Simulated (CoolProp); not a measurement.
R114 at several states: density (kg/m³) from the reference equation and from simpler models built on Tc = 420.6 K, pc = 3.352 MPa, ω = 0.252; each cubic takes its own stable root.

The numbers come from the reference Helmholtz-energy equation of state, Platzer 1990 in CoolProp. This equation is an older, rougher fit.

| T (K) | p (MPa) | phase | reference |
|---|---|---|---|
| 372.6 | 0.305 | gas | 17.66 |
| 412.1 | 1.01 | gas | 57.25 |
| 493.7 | 0.932 | gas | 41.10 |
| 466.1 | 0.627 | gas | 28.99 |
| 408.9 | 0.0836 | gas | 4.242 |

Question: How far does each simpler model (ideal gas, Redlich-Kwong, Soave-Redlich-Kwong, Peng-Robinson) lie from the reference over these 5 states: mean and median of the absolute difference, and the worst?

Answer: 
- ideal gas: mean 5.6 %, median 4.7 %, worst -12.0 % at 412.1 K and 1.01 MPa
- Redlich-Kwong: mean 0.2 %, median 0.2 %, worst +0.5 % at 493.7 K and 0.932 MPa
- Soave-Redlich-Kwong: mean 0.1 %, median 0.1 %, worst -0.1 % at 493.7 K and 0.932 MPa
- Peng-Robinson: mean 0.6 %, median 0.6 %, worst +1.2 % at 412.1 K and 1.01 MPa
